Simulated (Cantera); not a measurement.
Input (Python, Cantera):

```python
import numpy as np
import cantera as ct

gas = ct.Solution("h2o2.yaml")


def delay(T, t_max=10):
    gas.TPX = T, 100000, {'H2': 1, 'O2': 0.833, 'N2': 3.13, 'H2O': 0.12}
    reactor = ct.IdealGasConstPressureReactor(gas, clone=False)
    net = ct.ReactorNet([reactor])
    net.rtol, net.atol = 1e-8, 1e-16
    while net.time < t_max:
        t_old, T_old = net.time, reactor.T
        net.step()
        if reactor.T > T + 400:  # ignition: a rise of 400 K
            return t_old + (T + 400 - T_old) / (reactor.T - T_old) * (net.time - t_old)
    return np.nan


taus = []
for T in [873, 973, 1073, 1173, 1273, 1373, 1473]:
    taus.append(delay(T))
    print(f"T0 = {T:6g} K   tau = {taus[-1]:.4e} s")
```

It prints:

```
T0 =    873 K   tau = 1.1006e+00 s
T0 =    973 K   tau = 4.1600e-03 s
T0 =   1073 K   tau = 1.2872e-04 s
T0 =   1173 K   tau = 5.9993e-05 s
T0 =   1273 K   tau = 3.7484e-05 s
T0 =   1373 K   tau = 2.7629e-05 s
T0 =   1473 K   tau = 2.3115e-05 s
```

Cantera simulation using the H2/O2 subset of GRI-Mech 3.0, which has no nitrogen chemistry; the numbers are that mechanism's predictions, not measurements. Below about 950 K walls govern HO2 and H2O2 in real vessels. Where the delays flatten at high temperature, the 400 K rule measures the pace of heat release, not the induction time.
